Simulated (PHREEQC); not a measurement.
A made-up water analysis in mg/kgw, 25 °C, pH 3.92, pe 10.1:

```json
[
 {"constituent": "Na", "mg/kgw": "37.8"},
 {"constituent": "K", "mg/kgw": "2.75"},
 {"constituent": "Ca", "mg/kgw": "10.6"},
 {"constituent": "Mg", "mg/kgw": "59.2"},
 {"constituent": "Cl", "mg/kgw": "73.5"},
 {"constituent": "S(6) as SO4", "mg/kgw": "257"},
 {"constituent": "Ni", "mg/kgw": "0.049"},
 {"constituent": "Cu(2)", "mg/kgw": "6.18"},
 {"constituent": "Mn(2)", "mg/kgw": "0.103"},
 {"constituent": "Fe(3)", "mg/kgw": "1.02"}
]
```

Na is adjusted to close the charge balance.
Valence states are taken as typed.

Model: ion-association model, wateq4f.dat, run in PHREEQC.

The ionic strength is 0.0109 mol/kgw and the total alkalinity is -0.159 meq/kg.

```
species  molality  activity   log γ
-------  --------  --------  ------
SO4-2     0.00215   0.00141  -0.182
Cl-       0.00207   0.00186  -0.047
Mg+2      0.00200   0.00133  -0.177
Na+       0.00157   0.00141  -0.046
MgSO4    0.000439  0.000440   0.001
Ca+2     0.000223  0.000147  -0.180
H+       0.000132  0.000120  -0.041
Cu+2      8.13e-5   5.42e-5  -0.176
K+        6.96e-5   6.25e-5  -0.047
```

Precipitation was switched off in this run. Saturation is exceeded, for instance for Jarosite-K, Hematite (slow to form); the values hold only as long as no solid forms.
